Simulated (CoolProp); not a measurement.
A simple Rankine cycle with hexamethyldisiloxane (MM): condensing at 316.15 K, boiler at 0.233 MPa, turbine inlet 410.3 K, turbine efficiency 0.9, pump efficiency 0.7, no recuperator. Each further row changes one setting.

Values from CoolProp's reference Helmholtz-energy equation of state, Thol 2016.

```csv
case,thermal efficiency (%),net work (kJ/kg),heat in (kJ/kg),turbine exit temperature (K),volume ratio over the turbine
as stated,13.4,49.6,369,377.2,…
turbine inlet 430.3 K,12.9,…,407,397.2,18.0
condensing temperature 308.15 K,14.5,55.8,…,…,26.1
boiler pressure 0.163 MPa,11.9,44.3,372,…,…
turbine efficiency 0.8,11.9,44.1,369,380.5,18.5
```

Question: Fill in the missing entries.

Answer: 
- as stated, volume ratio over the turbine: 18.3
- turbine inlet 430.3 K, net work (kJ/kg): 52.5
- condensing temperature 308.15 K, heat in (kJ/kg): 385
- condensing temperature 308.15 K, turbine exit temperature (K): 373.5
- boiler pressure 0.163 MPa, turbine exit temperature (K): 382.0
- boiler pressure 0.163 MPa, volume ratio over the turbine: 12.5
